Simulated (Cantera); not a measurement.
Input: 1 mol SiH2Cl2, a varied amount of O3, 1.2 mol H2, equilibrated at 725 K and 750 Torr.

Cantera equilibrium calculation (NASA polynomials, part measured and part estimated; ideal gas, pure solids and liquids). Candidate condensed phases: H2O, Si, SiO2; 30 gas species. Kinetics and transport are ignored.

Problem. At 0.77 mol O3, list the 3 most abundant gas species with their mole fractions, and the condensed phases.

Solution. HCl 0.625, H2 0.278, H2O 0.0969. Condensed: SiO2(α-quartz).
